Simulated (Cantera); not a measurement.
## H2O + O2 (abatement and gas-phase synthesis)

Input: 1 mol H2O, 1.1 mol O2, held at 0.150 bar.

These are equilibrium values from Cantera (NASA tables, ideal gas, pure condensed phases), not measurements of a reactor. Candidate condensed phases: H2O; 9 gas species. Rates play no part.

From 2323 K to 3148 K nothing is condensed.

```json
[
 {"T (K)": "2323", "x O2": "0.504", "x H2O": "0.447", "x O": "0.0104", "x OH": "0.0337", "x H": "0.00174", "x H2": "0.00384", "x HO2": "2.22e-5", "x H2O2": "5.90e-7"},
 {"T (K)": "2398", "x O2": "0.496", "x H2O": "0.436", "x O": "0.0156", "x OH": "0.0432", "x H": "0.00307", "x H2": "0.00568", "x HO2": "2.70e-5", "x H2O2": "6.85e-7"},
 {"T (K)": "2473", "x O2": "0.487", "x H2O": "0.423", "x O": "0.0228", "x OH": "0.0541", "x H": "0.00520", "x H2": "0.00815", "x HO2": "3.21e-5", "x H2O2": "7.78e-7"},
 {"T (K)": "2548", "x O2": "0.475", "x H2O": "0.406", "x O": "0.0325", "x OH": "0.0665", "x H": "0.00851", "x H2": "0.0114", "x HO2": "3.75e-5", "x H2O2": "8.66e-7"},
 {"T (K)": "2623", "x O2": "0.461", "x H2O": "0.385", "x O": "0.0453", "x OH": "0.0800", "x H": "0.0135", "x H2": "0.0154", "x HO2": "4.28e-5", "x H2O2": "9.40e-7"},
 {"T (K)": "2698", "x O2": "0.443", "x H2O": "0.360", "x O": "0.0615", "x OH": "0.0943", "x H": "0.0207", "x H2": "0.0202", "x HO2": "4.78e-5", "x H2O2": "9.94e-7"},
 {"T (K)": "2773", "x O2": "0.422", "x H2O": "0.331", "x O": "0.0818", "x OH": "0.109", "x H": "0.0308", "x H2": "0.0258", "x HO2": "5.20e-5", "x H2O2": "1.02e-6"},
 {"T (K)": "2848", "x O2": "0.397", "x H2O": "0.298", "x O": "0.106", "x OH": "0.122", "x H": "0.0445", "x H2": "0.0319", "x HO2": "5.51e-5", "x H2O2": "1.01e-6"},
 {"T (K)": "2923", "x O2": "0.370", "x H2O": "0.261", "x O": "0.136", "x OH": "0.134", "x H": "0.0624", "x H2": "0.0380", "x HO2": "5.65e-5", "x H2O2": "9.65e-7"},
 {"T (K)": "2998", "x O2": "0.339", "x H2O": "0.221", "x O": "0.169", "x OH": "0.142", "x H": "0.0847", "x H2": "0.0437", "x HO2": "5.61e-5", "x H2O2": "8.80e-7"},
 {"T (K)": "3073", "x O2": "0.306", "x H2O": "0.181", "x O": "0.207", "x OH": "0.147", "x H": "0.111", "x H2": "0.0481", "x HO2": "5.37e-5", "x H2O2": "7.64e-7"},
 {"T (K)": "3148", "x O2": "0.271", "x H2O": "0.142", "x O": "0.247", "x OH": "0.147", "x H": "0.142", "x H2": "0.0508", "x HO2": "4.94e-5", "x H2O2": "6.27e-7"}
]
```
x: gas mole fraction; nothing condenses.
